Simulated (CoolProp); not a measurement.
Vapour-liquid equilibrium of C2F6 (R116) (1) + R143a (2) at -5.15 °C; x and y are mole fractions of (1).

Values from CoolProp's multi-fluid Helmholtz-energy mixture model, Lemmon 2006 and Lemmon and Jacobsen 2000; pair parameters Bell 2016.

```
x     bubble pressure (MPa)  y at the bubble point  dew pressure at overall composition x (MPa)  liquid density (mol/L)
----  ---------------------  ---------------------  -------------------------------------------  ----------------------
0.05                 0.6525                  0.204                                       0.5527                   12.15
0.15             (withheld)             (withheld)                                       0.6139                   11.67
0.25                  1.037                  0.543                                   (withheld)                   11.21
0.35                  1.170                  0.619                                       0.7816                   10.75
0.45                  1.277                  0.675                                       0.8993                   10.31
0.55                  1.365                  0.723                                        1.048                   9.889
0.65                  1.441                  0.770                                        1.229                   9.501
0.75                  1.507                  0.821                                        1.410                   9.156
0.85                  1.562                  0.880                                        1.538                   8.867
0.95             (withheld)                  0.954                                        1.597                   8.646
```

Fill in the missing entries.


- 0.15, bubble pressure (MPa): 0.8674
- 0.15, y at the bubble point: 0.425
- 0.25, dew pressure at overall composition x (MPa): 0.6886
- 0.95, bubble pressure (MPa): 1.598

No azeotrope shows between x = 0.05 and 0.95.

The pair parameters rest on a limited set of measurements; away from them the model extrapolates.
